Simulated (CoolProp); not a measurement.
Ammonia along the isotherm 456 K: fugacity coefficient from the reference equation and from simpler models built on Tc = 405.6 K, pc = 11.36 MPa, ω = 0.256; each cubic takes its own stable root.

Computed with CoolProp (reference Helmholtz-energy equation of state, Gao 2020).

```csv
p (MPa),phase,reference
1.89,gas,0.9602
3.79,gas,0.9210
5.68,gas,0.8827
7.58,gas,0.8449
9.47,gas,0.8081
11.4,supercritical,0.7711
13.3,supercritical,0.7354
15.2,supercritical,0.7005
17,supercritical,0.6681
18.9,supercritical,0.6350
20.8,supercritical,0.6035
22.7,supercritical,0.5742
24.6,supercritical,0.5475
26.5,supercritical,0.5236
28.4,supercritical,0.5022
```

### Question
How far does each simpler model (van der Waals, Redlich-Kwong) lie from the reference over these 15 states: mean and median of the absolute difference, and the worst?

### Answer
- van der Waals: mean 0.8 %, median 0.7 %, worst +2.3 % at 456 K and 28.4 MPa
- Redlich-Kwong: mean 0.3 %, median 0.1 %, worst +2.0 % at 456 K and 28.4 MPa
